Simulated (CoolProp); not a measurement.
Vapour-liquid equilibrium of propylene (1) + R134a (2) at 1.29 MPa; x and y are mole fractions of (1).

The numbers come from the multi-fluid Helmholtz-energy mixture model, Lemmon 2013 and Tillner-Roth 1994; pair parameters Bell 2016 in CoolProp.

```tsv
x	bubble temperature, mixture model (°C)	bubble temperature, Raoult's law (°C)	y, mixture model	y, Raoult's law
0.05	45.5	48.0	0.111	0.076
0.15	39.6	45.9	0.286	0.218
0.25	35.3	43.7	0.411	0.347
0.35	32.3	41.7	0.504	0.464
0.45	30.2	39.7	0.576	0.571
0.55	28.7	37.7	0.638	0.667
0.65	27.8	35.8	0.697	0.754
0.75	27.3	33.9	0.760	0.833
0.85	27.5	32.1	0.835	0.905
0.95	28.5	30.4	0.934	0.970
```

The largest gap from Raoult's law is -9.5 K in bubble temperature, at x = 0.45. y crosses x between x = 0.75 and 0.85: the model has an azeotrope there.

The pair parameters rest on a limited set of measurements; away from them the model extrapolates.
